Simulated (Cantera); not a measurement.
Input: 1 mol Al, a varied amount of Br₂, 19 mol N₂, equilibrated at 277 °C and 10000 Pa.

Method: chemical equilibrium by Gibbs-energy minimisation in Cantera with the NASA 1993 tables (ideal gas, pure condensed phases). Candidate condensed phases: Al, AlBr₃, AlN, Br₂; 10 gas species. The numbers say what is thermodynamically allowed, not how fast it happens.

log p: log10 of the partial pressure in bar; n: condensed amount in mol.

```
n(Br₂) (mol)  log p N₂  log p Br₂  log p Al₂Br₆  log p AlBr₃  log p Br  n AlN(s)
------------  --------  ---------  ------------  -----------  --------  --------
0.68             -1.01       <-13         -3.07        -3.17      <-13     0.547
0.86             -1.01       <-13         -2.96        -3.11      <-13     0.427
1.1              -1.01       <-13         -2.84        -3.05    -12.98     0.267
1.4              -1.01       <-13         -2.73        -2.99    -12.96    0.0667
1.7              -1.02      -3.00         -2.70        -2.98       [?]         0
2.2              -1.03      -2.46         -2.71        -2.99       [?]         0
2.8              -1.04      -2.21         -2.73        -2.99       [?]         0
```

Task: Complete the blanks.

Result: 
- 1.7, log p Br: -7.90
- 2.2, log p Br: -7.64
- 2.8, log p Br: -7.51
